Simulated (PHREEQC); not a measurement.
Synthetic water in mg/kgw, 35 °C, pH 6.14, pe 11.8:

```
constituent           mg/kgw
------------------  --------
Na                      2.21
K                   0.000511
Ca                      10.5
Mg                     0.447
Cl                      8.05
S(6) as SO4             4.48
Alkalinity as HCO3      20.2
Cu(2)                 0.0445
Cd                     0.487
Br                     0.144
```

Valence states are taken as typed.

Model: ion-association model, wateq4f.dat, run in PHREEQC.

```json
[
 {"quantity": "SO4-2 (mol/kgw)", "before": "4.45e-5", "after": "0.000125"},
 {"quantity": "Cd+2 (mol/kgw)", "before": "4.17e-6", "after": "1.18e-5"},
 {"quantity": "CaSO4 (mol/kgw)", "before": "1.89e-6", "after": "1.30e-5"},
 {"quantity": "CaHCO3+ (mol/kgw)", "before": "1.07e-6", "after": "8.56e-6"},
 {"quantity": "SI of Otavite (CdCO3)", "before": "-0.95", "after": "-0.08"},
 {"quantity": "SI of Tenorite (CuO)", "before": "-1.31", "after": "-1.00"}
]
```

Q: Which change was made?
A) temperature from 35 to 15 °C at the same typed pH
B) all concentrations times 3 at the same typed pH
C) Na from 2.21 to 4.42 mg/kgw
D) Mg from 0.447 to 0.894 mg/kgw

A: B, all concentrations times 3 at the same typed pH

Precipitation was switched off in this run.
